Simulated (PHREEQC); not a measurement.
A solution holds 0.27 mol/kgw NH4HS, 8e-05 mol/kgw Ba(OH)2 and 7.5e-05 mol/kgw Na2S, at 20 °C. Closed to the air; pH follows from the charge balance.

Equilibrium calculation in PHREEQC: ion-association model, wateq4f.dat.

Each row changes one thing in this solution. This is a speciation only: nothing precipitates in the calculation.

```tsv
case	pH	ionic strength (mol/kgw)	HS- (mol/kgw)	H2S (mol/kgw)	BaOH+ (mol/kgw)
as made	8.18	0.259	0.259	0.0113	1.55e-10
NH4HS replaced by NaHS at the same molality	9.85	0.271	0.269	0.000249	7.16e-9
Ba(OH)2 from 8e-05 to 0.00012 mol/kgw	8.18	0.259	0.259	0.0113	2.33e-10
diluted 2-fold with water	8.20	0.129	0.129	0.00607	9.61e-11
temperature from 20 to 75 °C	7.22	0.238	0.238	0.0324	1.58e-11
Na2S from 7.5e-05 to 0.00075 mol/kgw	8.20	0.260	0.260	0.0110	1.59e-10
```

Species that the database lacks are ignored. At this temperature some constants are extrapolated from 25 °C, and those without enthalpy data are left unchanged. The polysulfide entries of wateq4f.dat were taken out for this run.
